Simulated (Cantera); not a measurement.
Cantera run, input and output.

```python
import numpy as np
import cantera as ct

gas = ct.Solution("gri30.yaml")


def delay(T, t_max=10):
    gas.TPX = T, 100000, {'CH4': 1, 'O2': 1.05, 'N2': 3.96}
    reactor = ct.IdealGasConstPressureReactor(gas, clone=False)
    net = ct.ReactorNet([reactor])
    net.rtol, net.atol = 1e-8, 1e-16
    while net.time < t_max:
        t_old, T_old = net.time, reactor.T
        net.step()
        if reactor.T > T + 400:  # ignition: a rise of 400 K
            return t_old + (T + 400 - T_old) / (reactor.T - T_old) * (net.time - t_old)
    return np.nan


taus = []
for T in [1248, 1323, 1398, 1473, 1548, 1623, 1698]:
    taus.append(delay(T))
    print(f"T0 = {T:6g} K   tau = {taus[-1]:.4e} s")
```

It prints:

```
T0 =   1248 K   tau = 3.3624e-02 s
T0 =   1323 K   tau = 1.2485e-02 s
T0 =   1398 K   tau = 4.9415e-03 s
T0 =   1473 K   tau = 2.0889e-03 s
T0 =   1548 K   tau = 9.5144e-04 s
T0 =   1623 K   tau = 4.7050e-04 s
T0 =   1698 K   tau = 2.5270e-04 s
```

Cantera simulation using GRI-Mech 3.0 (53 species, 325 reactions); the numbers are that mechanism's predictions, not measurements.
